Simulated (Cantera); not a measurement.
Feed: 1 mol Al, 3 mol HCl, at 998.15 K and 59.3 Torr.

Equilibrium computed with Cantera from the NASA thermochemical tables; the gas is ideal and each condensed phase is pure. Candidate condensed phases: Al, AlCl3; 12 gas species. The tables' values for AlCl2 are old estimates; treat these amounts as uncertain. The numbers say what is thermodynamically allowed, not how fast it happens.

Base state: H2 0.600, AlCl3 0.397, Al2Cl6 0.00127, HCl 0.000945, AlCl2 0.000649, AlCl 0.000148 (mole fractions); condensed: gas only.

**Question.** What changes in the equilibrium state with this change: temperature from 998.15 K to 700 K?

**Answer.** 
```csv
species,before,after
H2,0.600,0.677
AlCl3,0.397,0.194
Al2Cl6,0.00127,0.129
AlCl,0.000148,1.99e-7
HCl,0.000945,2.94e-6
AlCl2,0.000649,2.54e-6
```
